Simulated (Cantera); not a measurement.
A closed system holds: 1 mol MgCO₃, 0.21 mol H₂S, 2.8 mol H₂O, held at 725 °C and 1 atm.

Method: chemical equilibrium by Gibbs-energy minimisation in Cantera with the NASA 1993 tables (ideal gas, pure condensed phases). Candidate condensed phases: C, C₆H₆, C₇H₈, C₈H₁₈, H₂O, H₂SO₄, Mg, MgCO₃, MgO, Mg(OH)₂, MgS, MgSO₄, S; 130 gas species. Gases not in the tables: S₃ to S₇. Equilibrium is a limit: real reactors are often held back by kinetics, nucleation or transport.

Base state: H₂O 0.693, CO₂ 0.246, H₂S 0.0462, H₂ 0.00834, SO₂ 0.00239, CO 0.00205, S₂ 0.00158, COS 0.000358 (mole fractions); condensed: MgO(s).

Q: What changes in the equilibrium state with this change: MgCO₃ replaced by FeS?

A: 
| species | before | after |
|---|---|---|
| H₂O | 0.693 | 0.921 |
| H₂S | 0.0462 | 0.0635 |
| H₂ | 0.00834 | 0.0110 |
| CO₂ | 0.246 | 0 |
| CO | 0.00205 | 0 |
| COS | 0.000358 | 0 |
| S₂O | 2.26e-5 | 2.46e-5 |
| MgO(s), mol | 1.00 | 0 |
| FeS(s), mol | 0 | 1.00 |
FeS: taken at fixed stoichiometry. Further candidate phases: Fe, FeO, Fe(OH)₂, Fe(OH)₃, FeS, FeSO₄, FeS₂, Fe₂O₃, Fe₂(SO₄)₃, Fe₃O₄.
